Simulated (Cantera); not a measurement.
Input: 1 mol Al, 17 mol CO2, 6 mol CO, 2.2 mol O2, equilibrated at 40.0 Pa.

Cantera equilibrium calculation (NASA polynomials, part measured and part estimated; ideal gas, pure solids and liquids). Candidate condensed phases: Al, Al2O3, C; 19 gas species. Kinetics and transport are ignored.

log p: log10 of the partial pressure in bar; n: condensed amount in mol.

```tsv
T (°C)	log p CO2	log p CO	log p O2	log p O	log p AlO	n Al2O3(s)
502	-3.46	-4.27	<-15	<-15	<-15	0.500
702	-3.46	-4.27	<-15	<-15	<-15	0.500
902	-3.46	-4.27	-14.42	…	<-15	0.500
1102	-3.46	-4.27	-10.78	…	<-15	0.500
1302	-3.46	-4.27	-8.08	…	<-15	0.500
1502	-3.46	-4.25	-6.02	…	-12.93	0.500
1702	-3.52	-4.08	-4.83	…	-10.60	0.500
```

Problem. What belongs in the gaps?

Solution. 
- 902, log p O: -15.05
- 1102, log p O: -11.59
- 1302, log p O: -9.01
- 1502, log p O: -7.03
- 1702, log p O: -5.67
